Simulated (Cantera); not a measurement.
## HgO + H2 + N2 (iron carbonyl, mercury and lead vapours)

Feed: 1 mol HgO, 0.19 mol H2, 1.1 mol N2, held at 1.50 mbar.

Cantera equilibrium calculation (NASA polynomials, part measured and part estimated; ideal gas, pure solids and liquids). Candidate condensed phases: H2O, Hg, HgO; 25 gas species. Equilibrium is a limit: real reactors are often held back by kinetics, nucleation or transport.

```csv
T (K),x N2,x Hg,x O2,x H2O,x NO,x OH,x O,x H2
673,0.408,0.371,0.150,0.0705,9.13e-8,3.45e-11,<1e-12,<1e-12
773,0.408,0.371,0.150,0.0705,7.55e-7,1.46e-9,<1e-12,<1e-12
873,0.408,0.371,0.150,0.0705,3.85e-6,2.63e-8,1.90e-11,5.41e-12
973,0.408,0.371,0.150,0.0705,1.40e-5,2.62e-7,6.77e-10,1.79e-10
1073,0.408,0.371,0.150,0.0705,4.02e-5,1.71e-6,1.25e-8,3.12e-9
1173,0.408,0.371,0.150,0.0705,9.64e-5,8.07e-6,1.40e-7,3.36e-8
1273,0.408,0.371,0.150,0.0705,0.000201,2.99e-5,1.08e-6,2.50e-7
1373,0.408,0.371,0.150,0.0705,0.000378,9.17e-5,6.16e-6,1.39e-6
1473,0.408,0.371,0.150,0.0704,0.000650,0.000241,2.79e-5,6.15e-6
1573,0.408,0.371,0.150,0.0702,0.00104,0.000561,0.000104,2.25e-5
1673,0.407,0.371,0.149,0.0698,0.00158,0.00118,0.000333,7.05e-5
```
x: gas mole fraction; nothing condenses.

From 673 K to 1673 K nothing is condensed. The main Hg-bearing gas is Hg throughout.
